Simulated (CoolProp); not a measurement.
Vapour-liquid equilibrium of R1234yf (1) + R152A (2) at 0.63 MPa; x and y are mole fractions of (1).

The numbers come from the multi-fluid Helmholtz-energy mixture model, Lemmon 2022 and Outcalt 1996; pair parameters Bell 2023 in CoolProp.

```tsv
x	bubble temperature, mixture model (K)	bubble temperature, Raoult's law (K)	y, mixture model	y, Raoult's law
0.05	299.2	299.8	0.069	0.057
0.15	297.8	299.3	0.189	0.168
0.25	296.8	298.8	0.293	0.276
0.35	296.1	298.3	0.388	0.381
0.45	295.6	297.9	0.479	0.484
0.55	295.2	297.4	0.568	0.583
0.65	295.0	296.9	0.657	0.681
0.75	295.0	296.5	0.750	0.775
0.85	295.0	296.0	0.847	0.867
0.95	295.2	295.5	0.948	0.956
```

The largest gap from Raoult's law is -2.3 K in bubble temperature, at x = 0.45. y crosses x between x = 0.75 and 0.85: the model has an azeotrope there.

Pair parameters are fitted to limited data, so mixtures are less certain than the pure fluids.
